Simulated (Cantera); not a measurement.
Feed: 1 mol B2H6, 1.4 mol O2, 0.38 mol N2, held at 1252 °C and 0.133 bar.

Method: chemical equilibrium by Gibbs-energy minimisation in Cantera with the NASA 1993 tables (ideal gas, pure condensed phases). Candidate condensed phases: B, BN, B2O3, B3O3H3, H2O; 39 gas species. The feed counts by its element totals alone. Mutual solubility and eutectic melting of coexisting phases are not modelled. Gases not in the tables: H3BO3. Rates play no part.

Base state: H2 0.900, N2 0.0935, HBO2 0.00331, H2O 0.00161, HBO 0.00118, B2O3 0.000269, H 6.15e-5, B2O2 1.08e-5 (mole fractions); condensed: BN(s) + B2O3(l).

**Question.** What changes in the equilibrium state with this change: temperature from 1252 °C to 1602 °C?

**Answer.** 
```json
[
 {"species": "H2", "before": "0.900", "after": "0.712"},
 {"species": "N2", "before": "0.0935", "after": "0.0933"},
 {"species": "B2O3", "before": "0.000269", "after": "0.0698"},
 {"species": "HBO", "before": "0.00118", "after": "0.0680"},
 {"species": "B2O2", "before": "1.08e-5", "after": "0.0216"},
 {"species": "HBO2", "before": "0.00331", "after": "0.0302"},
 {"species": "BO", "before": "2.02e-6", "after": "0.00238"},
 {"species": "B3O3H3", "before": "1.96e-6", "after": "4.94e-5"},
 {"species": "BN(s), mol", "before": "0.139", "after": "0.0269"},
 {"species": "B2O3(l), mol", "before": "0.922", "after": "0.429"}
]
```

**Question.** What changes in the equilibrium state with this change: pressure from 0.133 bar to 8.50 mbar?

**Answer.** 
| species | before | after |
|---|---|---|
| H2 | 0.900 | 0.886 |
| N2 | 0.0935 | 0.0932 |
| HBO2 | 0.00331 | 0.00821 |
| HBO | 0.00118 | 0.00733 |
| B2O2 | 1.08e-5 | 0.000423 |
| BO | 2.02e-6 | 5.03e-5 |
| B2O3 | 0.000269 | 0.00422 |
| H | 6.15e-5 | 0.000241 |
| H2O | 0.00161 | 0.000631 |
| BN(s), mol | 0.139 | 0.135 |
| B2O3(l), mol | 0.922 | 0.891 |
